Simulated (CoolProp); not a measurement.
The fluid at 293.15 K and 3.75 MPa is throttled through a valve to 1.35 MPa with no heat exchange. The same conditions are run with several fluids, on thermodynamics alone (safety and materials aside).

Model: reference Helmholtz-energy equation of state of each fluid (R1233zd(E): Akasaka 2022; R142b: Lemmon 2006; dimethyl ether: Wu 2011; R365MFC: Lemmon 2016; R245ca: Zhou 2016), in CoolProp.

```json
[
 {"fluid": "R1233zd(E)", "temperature change (K)": "+0.7", "final density (kg/m³)": "1280"},
 {"fluid": "R142b", "temperature change (K)": "+0.6", "final density (kg/m³)": "1130"},
 {"fluid": "dimethyl ether", "temperature change (K)": "+0.5", "final density (kg/m³)": "670"},
 {"fluid": "R365MFC", "temperature change (K)": "+0.7", "final density (kg/m³)": "1270"},
 {"fluid": "R245ca", "temperature change (K)": "+0.6", "final density (kg/m³)": "1400"}
]
```
